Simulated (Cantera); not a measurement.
Input (Python, Cantera) and output of one run.

```python
import numpy as np
import cantera as ct

gas_names = """
    CL CL2 H HCL H2 N NH NH2 NH3 N2 N2H2 N2H4 Si SiCL SiCL2 SiCL3 SiCL4 SiH SiHCL3 SiH2 SiH2CL2 SiH3
    SiH3CL SiH4 SiN Si2 Si2N Si3
""".split()
cond_names = """
    NH4CL(a) NH4CL(b) Si(cr) Si(L) Si3N4(a)
""".split()


# ... load() reads the species with a 1 bar reference pressure and builds the phases ...
atoms = {
    'SiCl4': {'Si': 1, 'CL': 4},
    'NH3': {'N': 1, 'H': 3},
    'N2': {'N': 2},
}
top_T = {'Si3N4(a)': 2400}  # K; cautious upper limits of use, not melting points


# ... equilibrate(T, P, feed) seeds the gas with the atoms and calls Mixture.equilibrate('TP', solver="vcs", rtol=1e-11, max_steps=5000) ...
results = []
feed = {'SiCl4': 1, 'NH3': 3.3, 'N2': 1.3}  # mol
P = 250  # Pa
for T in [1175, 1225, 1275, 1325, 1375, 1425, 1475, 1525, 1575, 1625, 1675, 1725]:
    mix = equilibrate(T, P, feed)
    results.append((T, P, feed, dict(zip(mix.species_names, mix.species_moles))))
    x = sorted(zip(gas.X, gas.species_names), reverse=True)
    print(f"T = {T:g} K  P = {P:g} Pa  gas = {mix.phase_moles(0):.4g} mol")
    print("   x: " + "  ".join(f"{s} {v:.3e}" for v, s in x if v > 0.0001))
    print("   condensed (mol): " + ("  ".join(f"{mix.phase(i).name} {mix.phase_moles(i):.4g}"
          for i in range(1, mix.n_phases) if mix.phase_moles(i) > 1e-12) or "none"))
```

It prints:

```
T = 1175 K  P = 250 Pa  gas = 9.206 mol
   x: HCL 3.870e-01  H2 3.441e-01  N2 2.564e-01  SiCL4 1.067e-02  SiCL3 8.957e-04  SiCL2 7.348e-04  SiHCL3 2.237e-04
   condensed (mol): Si3N4(a) 0.2949
T = 1225 K  P = 250 Pa  gas = 9.22 mol
   x: HCL 3.865e-01  H2 3.435e-01  N2 2.566e-01  SiCL4 9.317e-03  SiCL2 2.208e-03  SiCL3 1.613e-03  SiHCL3 2.583e-04
   condensed (mol): Si3N4(a) 0.2922
T = 1275 K  P = 250 Pa  gas = 9.249 mol
   x: HCL 3.811e-01  H2 3.445e-01  N2 2.579e-01  SiCL4 7.716e-03  SiCL2 5.874e-03  SiCL3 2.639e-03  SiHCL3 2.815e-04
   condensed (mol): Si3N4(a) 0.2824
T = 1325 K  P = 250 Pa  gas = 9.305 mol
   x: HCL 3.672e-01  H2 3.482e-01  N2 2.610e-01  SiCL2 1.363e-02  SiCL4 5.771e-03  SiCL3 3.806e-03  SiHCL3 2.801e-04
   condensed (mol): Si3N4(a) 0.2605
T = 1375 K  P = 250 Pa  gas = 9.398 mol
   x: H2 3.556e-01  HCL 3.419e-01  N2 2.667e-01  SiCL2 2.707e-02  SiCL3 4.665e-03  SiCL4 3.693e-03  SiHCL3 2.450e-04
   condensed (mol): Si3N4(a) 0.2216
T = 1425 K  P = 250 Pa  gas = 9.526 mol
   x: H2 3.668e-01  HCL 3.055e-01  N2 2.749e-01  SiCL2 4.579e-02  SiCL3 4.786e-03  SiCL4 1.968e-03  SiHCL3 1.849e-04
   condensed (mol): Si3N4(a) 0.1659
T = 1475 K  P = 250 Pa  gas = 9.671 mol
   x: H2 3.804e-01  N2 2.844e-01  HCL 2.626e-01  SiCL2 6.720e-02  SiCL3 4.197e-03  SiCL4 8.917e-04  H 1.600e-04  SiHCL3 1.223e-04
   condensed (mol): Si3N4(a) 0.09986
T = 1525 K  P = 250 Pa  gas = 9.818 mol
   x: H2 3.945e-01  N2 2.940e-01  HCL 2.190e-01  SiCL2 8.837e-02  SiCL3 3.277e-03  SiCL4 3.610e-04  H 2.972e-04  CL 1.323e-04
   condensed (mol): Si3N4(a) 0.03191
T = 1575 K  P = 250 Pa  gas = 9.89 mol
   x: H2 4.006e-01  N2 2.983e-01  HCL 1.993e-01  SiCL2 9.842e-02  SiCL3 2.440e-03  H 5.260e-04  CL 2.079e-04  SiCL4 1.582e-04
   condensed (mol): none
T = 1625 K  P = 250 Pa  gas = 9.896 mol
   x: H2 3.998e-01  N2 2.981e-01  HCL 1.998e-01  SiCL2 9.898e-02  SiCL3 1.859e-03  H 8.922e-04  CL 3.511e-04
   condensed (mol): none
T = 1675 K  P = 250 Pa  gas = 9.904 mol
   x: H2 3.990e-01  N2 2.979e-01  HCL 2.001e-01  SiCL2 9.928e-02  H 1.467e-03  SiCL3 1.435e-03  CL 5.742e-04  SiCL 1.447e-04
   condensed (mol): none
T = 1725 K  P = 250 Pa  gas = 9.913 mol
   x: H2 3.981e-01  N2 2.976e-01  HCL 2.002e-01  SiCL2 9.934e-02  H 2.344e-03  SiCL3 1.123e-03  CL 9.125e-04  SiCL 2.538e-04  Si 1.162e-04
   condensed (mol): none
```

Equilibrium computed with Cantera from the NASA thermochemical tables; the gas is ideal and each condensed phase is pure. The tables' values for SiCl3, SiCl are old estimates; treat these amounts as uncertain.
